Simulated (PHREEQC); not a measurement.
A column of 0.2 m (40 cells, dispersivity 0.016 m, 720 s a shift, diffusion coefficient 3e-10 m²/s) holds 0.01 eq of the database's cation exchanger X per kg of pore water, first in equilibrium with 0.00045 mol MgCl2, 0.00042 mol SrCl2 and 1e-05 mol HCl per kg of water. It is flushed with 0.0048 mol/kgw MnCl2 and 1e-05 mol/kgw HCl, at 15 °C. Values are for the last cell. The system is closed to CO2. Precipitation was switched off in this run.

Base run: PHREEQC, ion-association model, phreeqc.dat. Each further column changes one thing. The table gives Mn in solution (mol/kgw).

```csv
pore volumes,base,exchange capacity from 0.01 to 0.005 eq/kgw,dispersivity from 0.016 to 0.032 m
0,0,0,0
0.4625,2.97e-10,1.67e-7,7.52e-7
0.9125,0.000152,0.000616,0.000461
1.363,0.00138,___,0.00171
1.812,0.00262,___,___
2.263,0.00340,___,0.00341
2.712,0.00388,___,0.00384
3.163,0.00419,0.00464,0.00412
3.612,0.00439,0.00472,___
4.062,0.00452,0.00476,0.00444
4.513,0.00461,0.00478,0.00453
4.963,0.00467,0.00479,0.00460
```

Problem. What belongs in the gaps?

Solution. 
- 1.363, exchange capacity from 0.01 to 0.005 eq/kgw: 0.00246
- 1.812, exchange capacity from 0.01 to 0.005 eq/kgw: 0.00365
- 1.812, dispersivity from 0.016 to 0.032 m: 0.00274
- 2.263, exchange capacity from 0.01 to 0.005 eq/kgw: 0.00422
- 2.712, exchange capacity from 0.01 to 0.005 eq/kgw: 0.00450
- 3.612, dispersivity from 0.016 to 0.032 m: 0.00431
